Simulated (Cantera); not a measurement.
Input: 1 mol TiO2, 6.5 mol Cl2, 14 mol O2, equilibrated at 0.0100 bar.

These are equilibrium values from Cantera (NASA tables, ideal gas, pure condensed phases), not measurements of a reactor. Candidate condensed phases: Ti, TiCl2, TiCl3, TiCl4, TiO, TiO2, Ti2O3, Ti3O5, Ti4O7; 15 gas species. Rates play no part. All values below are at 1725 K.

Base state: O2 0.538, Cl 0.424, Cl2 0.0376, ClO 0.000594, O 0.000426 (mole fractions); condensed: TiO2(rutile).

### Question
What changes in the equilibrium state with this change: pressure from 0.0100 bar to 2.50e-5 bar?

### Answer
```csv
species,before,after
O2,0.538,0.512
Cl,0.424,0.479
O,0.000426,0.00831
Cl2,0.0376,0.000120
TiO2,6.23e-8,2.49e-5
ClO,0.000594,3.28e-5
"TiO2(rutile), mol",0.999,0.999
```
